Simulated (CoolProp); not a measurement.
Vapour-liquid equilibrium of propylene (1) + n-hexane (2) at 43.9 kPa; x and y are mole fractions of (1).

Computed with CoolProp (multi-fluid Helmholtz-energy mixture model, Lemmon 2013 and Thol 2019; pair parameters Bell 2016).

Problem. Give the bubble temperature and the first vapour's composition at x = 0.15, 0.25, 0.55. Is there an azeotrope?

Solution. x = 0.15: -30.6 °C, y = 0.981; x = 0.25: -39.5 °C, y = 0.991; x = 0.55: -52.4 °C, y = 0.998. No azeotrope shows between x = 0.05 and 0.95.

The pair parameters rest on a limited set of measurements; away from them the model extrapolates. The gap from Raoult's law changes sign with composition, which may be real or a fault of the pair parameters; it wasn't checked against measurements.
